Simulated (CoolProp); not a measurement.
The fluid at 298.15 K and 0.178 MPa (liquid) is heated at constant pressure to 393.6 K. The same conditions are run with several fluids, on thermodynamics alone (safety and materials aside).

Values from CoolProp's reference Helmholtz-energy equation of state of each fluid (tetradecamethylhexasiloxane (MD4M): Thol 2019; decamethyltetrasiloxane (MD2M): Thol 2017; R365MFC: Lemmon 2016; p-xylene: Zhou 2012; dodecamethylcyclohexasiloxane (D6): Colonna 2008).

```tsv
fluid	heat (kJ/kg)	final phase	final density (kg/m³)
tetradecamethylhexasiloxane (MD4M)	174	liquid	794
decamethyltetrasiloxane (MD2M)	176	liquid	752
R365MFC	297	gas	8.34
p-xylene	179	liquid	771
dodecamethylcyclohexasiloxane (D6)	159	liquid	863
```
